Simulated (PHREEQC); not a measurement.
# Buffer

Dissolve 19 mmol/kgw HF and 34 mmol/kgw K2HPO4 at 25 °C. Closed to the air; pH follows from the charge balance.

All values are PHREEQC results (ion-association model, phreeqc.dat), not measurements.

Each row changes one thing in this solution. No solid was allowed to form.

| case | pH | ionic strength (mol/kgw) | HF (mol/kgw) | HF2- (mol/kgw) |
|---|---|---|---|---|
| as made | 6.78 | 0.0815 | 3.58e-6 | 2.60e-7 |
| temperature from 25 to 15 °C | 6.81 | 0.0815 | 2.82e-6 | [?] |
| HF replaced by KF at the same molality | 9.25 | 0.117 | 1.18e-8 | 8.57e-10 |
| K2HPO4 left out | 2.48 | 0.00350 | 0.0153 | 0.000194 |
| 0.0022 mol/kgw Ca(OH)2 added | 6.98 | 0.0870 | 2.28e-6 | 1.66e-7 |
| K2HPO4 from 0.034 to 0.0068 mol/kgw | 3.03 | 0.0146 | 0.0101 | 0.000320 |
| HF from 0.019 to 0.038 mol/kgw | 4.09 | 0.0681 | 0.00322 | 0.000418 |
| K2HPO4 replaced by KH2PO4 at the same molality | 2.84 | 0.0357 | 0.0118 | 0.000298 |
| K2HPO4 replaced by K2CO3 at the same molality | 9.93 | 0.0829 | 2.55e-9 | [?] |

**Question.** Some entries are withheld; supply them.

**Answer.** 
- temperature from 25 to 15 °C, HF2- (mol/kgw): 1.87e-7
- K2HPO4 replaced by K2CO3 at the same molality, HF2- (mol/kgw): 1.86e-10

Some of these states are supersaturated (in Fluorite, Hydroxyapatite, for instance).
